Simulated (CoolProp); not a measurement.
Properties of carbon dioxide along the isotherm 63.05 °C (Tc = 31.0 °C, pc = 7.377 MPa, ω = 0.224).

Values from CoolProp's reference Helmholtz-energy equation of state, Span 1996.

```tsv
p (MPa)	phase	Z	viscosity (µPa s)
8.2	supercritical	0.6692	20.2
16.4	supercritical	0.4147	48.0
24.6	supercritical	0.5048	67.1
32.8	supercritical	0.6166	79.5
41	supercritical	0.7293	89.5
49.2	supercritical	0.8406	98.3
57.4	supercritical	0.9500	106
65.6	supercritical	1.058	114
73.8	supercritical	1.163	121
```

Viscosity comes from a separate model (Laesecke 2017).
